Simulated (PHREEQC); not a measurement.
Dissolve 0.039 mol KHSO4 per kg of water at 25 °C. Closed to the air; pH follows from the charge balance.

Model: ion-association model, wateq4f.dat, run in PHREEQC.

This is a speciation only: nothing precipitates in the calculation.

### Question
What pH, ionic strength does the model give?

### Answer
pH 1.74; ionic strength 0.0781 mol/kgw.

### Question
In which forms is K present?

### Answer
K+ 95 %, KSO4- 5.1 % of the K.
